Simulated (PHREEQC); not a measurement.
**Phosphoric acid bath (model solution)**

Consider water at 55 °C with 0.022 mol/kgw NaH2PO4, 0.00046 mol/kgw NaOH and 0.014 mol/kgw H3AsO4. Closed to the air; pH follows from the charge balance.

The numbers come from PHREEQC with the ion-association model, wateq4f.dat.

Precipitation was switched off in this run.

Estimate the pH, ionic strength.

pH 2.64; ionic strength 0.0251 mol/kgw.

In which forms is As present?

H2AsO4- 67 %, H3AsO4 33 % of the As.

H3PO4, which wateq4f.dat lacks, is added to it with the constant of phreeqc.dat. Away from 25 °C the constants follow the database's enthalpies or fits; those with neither stay at their 25 °C values.
